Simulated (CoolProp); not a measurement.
200 sccm (0 °C, 1 atm) of nitrogen bubbles through liquid hexamethyldisiloxane (MM) at 287.5 K and leaves saturated at a total pressure of 0.0411 MPa (ideal gas phase). Each further row changes one setting.

Computed with CoolProp (reference Helmholtz-energy equation of state, Thol 2016).

```
case                       vapour pressure (kPa)  mole fraction of vapour  delivery (mg/min)  delivery (sccm)  change of delivery for a bath 1 K warmer (%)
-------------------------  ---------------------  -----------------------  -----------------  ---------------  --------------------------------------------
as stated                                   3.17                   0.0771                121             16.7                                           6.2
bath temperature 292.5 K                    4.16                    0.101                163             22.5                                           6.1
total pressure 0.0822 MPa                   3.17                   0.0385               58.1             8.02                                           5.9
```
